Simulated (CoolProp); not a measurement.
Vapour-liquid equilibrium of carbon monoxide (1) + methane (2) at 103.5 K; x and y are mole fractions of (1).

Computed with CoolProp (multi-fluid Helmholtz-energy mixture model, Lemmon 2006 and Setzmann 1991; pair parameters Kunz 2012).

```tsv
x	bubble pressure (MPa)	y at the bubble point	dew pressure at overall composition x (MPa)	liquid density (mol/L)
0.05	0.08661	0.455	0.05132	27.01
0.15	0.1657	0.737	0.05707	26.90
0.25	0.2449	0.837	0.06425	26.76
0.35	0.3194	0.887	0.07350	26.60
0.45	0.3868	0.916	0.08584	26.40
0.55	0.4468	0.936	0.1032	26.16
0.65	0.5011	0.951	0.1292	25.88
0.75	0.5527	0.964	0.1728	25.55
0.85	0.6059	0.977	0.2603	25.17
0.95	0.6653	0.991	0.4973	24.74
```

No azeotrope shows between x = 0.05 and 0.95.

The pair parameters rest on a limited set of measurements; away from them the model extrapolates.
